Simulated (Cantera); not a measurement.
A jet of CH₄ : O₂ : N₂ = 0.047 : 0.071 : 0.79 (molar parts), equivalence ratio 1.3 at 300 K and 75.0 Torr hits a platinum plate 5.2 cm away at a mass flux of 0.065 kg/m²/s; the plate temperature is set and raised in steps from an oxygen-covered start.

Detailed kinetics in Cantera: Deutschmann's 1995 Pt surface mechanism with GRI-Mech 3.0 gas chemistry. Catalytic surfaces can have several steady states; this one follows from the mechanism file's or the stated starting coverage.

One state of this run: wall x CH₄ = 0.00310; wall x O₂ = 0.00149; wall x H₂O = 0.0819; wall x OH = <1e-8; wall x CO = 0.0444; wall x CO₂ = 0.00761; θ free Pt = 0.892; θ H* = 0.00110; θ CO* = 0.101; θ C* = 0.00614. x: mole fraction at the wall; θ: surface coverage.

### Question
Which value of plate T (K) does it belong to?
(A) 1050
(B) 900
(C) 1200
(D) 1100

### Answer
A, 1050
